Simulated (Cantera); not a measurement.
A diamond (100) surface in a fixed gas of H2 with x(CH4) = 0.015, x(H) = 0.00092, x(CH3) = 1.8e-05, 48.0 Torr; coverages are run to steady state.

Model: the Harris–Goodwin 1993 mechanism for the reconstructed diamond (100) surface, integrated in Cantera.

One state of this run: growth (µm/h) = 0.218; θ c6HH = 0.491; θ c6H* = 0.0322; θ c6*H = 0.456; θ c6** = 0.0189; θ c6HM = 0.00101. θ: site fractions in the mechanism's names (c6HH fully hydrogenated, c6H* and c6*H radical sites, c6** diradical, c6HM methylated).

**Question.** Which value of T (K) does it belong to?
(A) 925
(B) 1300
(C) 1375
(D) 1150

**Answer.** D, 1150
